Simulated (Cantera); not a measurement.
A Cantera script and its output.

```python
import numpy as np
import cantera as ct

gas = ct.Solution("gri30.yaml")
gas.TPX = 950, 1400000, {'C3H8': 1, 'O2': 9.26, 'N2': 34.8}
reactor = ct.IdealGasReactor(gas, energy="on", clone=False)
net = ct.ReactorNet([reactor])
net.rtol, net.atol = 1e-08, 1e-16
show = ['C3H8', 'O2', 'CH4', 'C2H4', 'C2H', 'H2O']
times = np.geomspace(5e-06, 4, 10)

steps = ct.SolutionArray(gas, extra=["t"])
rows = []
print(f"{'t/s':>10s}{'T/K':>9s}{'P/Pa':>11s}" + "".join(f"{s:>11s}" for s in show))
for t in times:
    while net.time < t:
        t_next = net.step()
        steps.append(gas.state, t=t_next)
    rows.append([np.interp(t, steps.t, y) for y in (steps.T, steps.P, *steps(*show).X.T)])
    print(f"{t:10.3e}{rows[-1][0]:9.1f}{rows[-1][1]:11.4g}" + "".join(f"{x:11.3e}" for x in rows[-1][2:]))
rate = np.gradient(steps.T, steps.t)
print("integrator steps:", len(steps.t))
if steps.T.max() > steps.T[0] + 200:
    print(f"time of steepest temperature rise: {steps.t[rate.argmax()]:.4e} s")
gas.TPX = 950, 1400000, {'C3H8': 1, 'O2': 9.26, 'N2': 34.8}
gas.equilibrate("UV")
print(f"equilibrium (UV): T = {gas.T:.1f} K  " + "  ".join(f"{s} {gas[s].X[0]:.3e}" for s in show))
```

Result:

```
       t/s      T/K       P/Pa       C3H8         O2        CH4       C2H4        C2H        H2O
 5.000e-06    950.0    1.4e+06  2.219e-02  2.055e-01  3.221e-12  2.492e-10  2.359e-37  1.021e-12
 2.264e-05    950.0    1.4e+06  2.219e-02  2.055e-01  8.675e-11  1.465e-09  1.108e-34  2.807e-11
 1.025e-04    950.0    1.4e+06  2.219e-02  2.055e-01  1.994e-09  9.447e-09  6.817e-32  6.616e-10
 4.642e-04    950.0    1.4e+06  2.219e-02  2.055e-01  4.900e-08  1.052e-07  1.008e-28  1.742e-08
 2.102e-03    950.0    1.4e+06  2.219e-02  2.055e-01  1.216e-06  1.964e-06  2.328e-25  4.815e-07
 9.516e-03    950.0    1.4e+06  2.217e-02  2.055e-01  1.256e-05  2.002e-05  4.604e-23  5.756e-06
 4.309e-02    950.1    1.4e+06  2.203e-02  2.054e-01  9.218e-05  1.599e-04  7.208e-21  5.647e-05
 1.951e-01   2391.2  3.607e+06  1.012e-51  8.591e-02  2.058e-19  1.576e-29  3.070e-26  8.500e-02
 8.834e-01   2391.2  3.607e+06  1.012e-51  8.591e-02  2.058e-19  1.576e-29  3.070e-26  8.500e-02
 4.000e+00   2391.2  3.607e+06  1.012e-51  8.591e-02  2.058e-19  1.576e-29  3.070e-26  8.500e-02
integrator steps: 2775
time of steepest temperature rise: 1.1988e-01 s
equilibrium (UV): T = 2391.2 K  C3H8 1.820e-51  O2 8.591e-02  CH4 3.005e-19  C2H4 2.021e-29  C2H 3.460e-26  H2O 8.500e-02
```

Detailed kinetics in Cantera: GRI-Mech 3.0 (53 species, 325 reactions). GRI-Mech 3.0 was tuned for natural gas; its chemistry of propane as a main component is partial and can be far from experiment. The pressure lies above the range GRI-Mech 3.0 was tuned for (to about 10 atm). Below about 1000 K GRI-Mech 3.0 lacks low-temperature oxidation paths.
